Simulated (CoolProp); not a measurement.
Tetrahydrofuran at 298.15 K and 4.17 MPa is throttled through a valve to 1.24 MPa with no heat exchange. Each further row changes one setting.

Model: reference Helmholtz-energy equation of state, Fiedler 2023, in CoolProp.

```tsv
case	temperature change (K)	final density (kg/m³)
as stated	[?]	882
outlet pressure 0.372 MPa	[?]	881
outlet pressure 1.61 MPa	[?]	882
```

Problem. Complete the blanks.

Solution. 
- as stated, temperature change (K): +1.2
- outlet pressure 0.372 MPa, temperature change (K): +1.6
- outlet pressure 1.61 MPa, temperature change (K): +1.1
